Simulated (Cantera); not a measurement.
Input: 1 mol AlCl3, 3.6 mol N2O, 2.7 mol H2, equilibrated at 71000 Pa.

Method: chemical equilibrium by Gibbs-energy minimisation in Cantera with the NASA 1993 tables (ideal gas, pure condensed phases). Candidate condensed phases: Al, AlCl3, AlN, Al2O3, H2O, NH4Cl; 45 gas species. Gases not in the tables: Al(OH)3. Equilibrium is a limit: real reactors are often held back by kinetics, nucleation or transport.

Question: At 1402 °C, list the 7 most abundant gas species with their mole fractions, and the condensed phases.

Answer: N2 0.435, HCl 0.347, H2O 0.153, O2 0.0499, Cl 0.0105, Cl2 0.00279, NO 0.000954. Condensed: Al2O3(s).
